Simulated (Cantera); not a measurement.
A perfectly stirred reactor is fed with H₂ : O₂ : N₂ = 1 : 1.14 : 4.27 (molar parts), equivalence ratio 0.44, at 10.0 bar; it is adiabatic with a 350 K inlet, and is followed from long to short residence time, starting on the burning branch (τ in s: 0.21, 0.08, 0.031, 0.012, 0.0046, 0.0018, 0.00069, 0.00027, 0.0001, 4e-05).

Cantera simulation using GRI-Mech 3.0 (53 species, 325 reactions); the numbers are that mechanism's predictions, not measurements. The hydrogen kinetics of GRI-Mech 3.0 are dated; newer H2 mechanisms differ, most at raised pressure.

x: mole fraction; the columns are a selection and need not sum to one.

```tsv
τ (s)	T (K)	x H₂	x O₂	x NO	x NO₂	x H₂O₂	x OH
0.21	1560	2.25e-5	0.108	9.13e-7	1.99e-8	(withheld)	0.000123
0.080	1560	4.70e-5	0.108	8.57e-7	2.67e-8	(withheld)	0.000151
0.031	1559	9.63e-5	0.108	8.92e-7	3.90e-8	(withheld)	0.000187
0.012	1558	0.000198	0.108	9.51e-7	5.52e-8	(withheld)	0.000232
0.0046	1556	0.000412	0.108	9.64e-7	6.76e-8	(withheld)	0.000286
0.0018	1553	0.000853	0.109	8.86e-7	6.63e-8	(withheld)	0.000346
0.00069	1546	0.00180	0.109	7.41e-7	5.27e-8	(withheld)	0.000413
0.00027	1531	0.00380	0.110	6.00e-7	3.68e-8	(withheld)	0.000481
0.00010	1490	0.00959	0.112	4.33e-7	2.29e-8	(withheld)	0.000482
4.0e-5	350	0.156	0.178	<1e-12	<1e-12	<1e-12	<1e-12
```

**Question.** Fill in the missing entries.

**Answer.** 
- 0.21, x H₂O₂: 1.19e-7
- 0.080, x H₂O₂: 1.81e-7
- 0.031, x H₂O₂: 2.83e-7
- 0.012, x H₂O₂: 4.55e-7
- 0.0046, x H₂O₂: 7.54e-7
- 0.0018, x H₂O₂: 1.29e-6
- 0.00069, x H₂O₂: 2.41e-6
- 0.00027, x H₂O₂: 4.83e-6
- 0.00010, x H₂O₂: 1.37e-5
